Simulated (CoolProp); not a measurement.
Computed with CoolProp (reference Helmholtz-energy equation of state, Akasaka 2019).

Question: Give the vapour pressure (kPa), liquid density (kg/m³), vapour density (kg/m³) of saturated R1234ze(Z) at 80.05, 90.25 °C.

Answer: 
```
T (°C)  p (kPa)  liquid density (kg/m³)  vapour density (kg/m³)
------  -------  ----------------------  ----------------------
80.05       860                    1060                    42.2
90.25      1090                    1020                    54.5
```
